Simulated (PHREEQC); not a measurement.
A solution holds 0.17 mol ZnCl2, 5.5e-05 mol KCl and 0.048 mol MnSO4 per kg of water, at 15 °C. Closed to the air; pH follows from the charge balance.

Model: ion-association model, phreeqc.dat, run in PHREEQC.

No solid was allowed to form.

Question: Estimate the pH, ionic strength.

Answer: pH 4.99; ionic strength 0.536 mol/kgw.

Question: In which forms is K present?

Answer: K+ 98 %, KSO4- 2.0 % of the K.

Complexes and solids missing from the database can't appear.
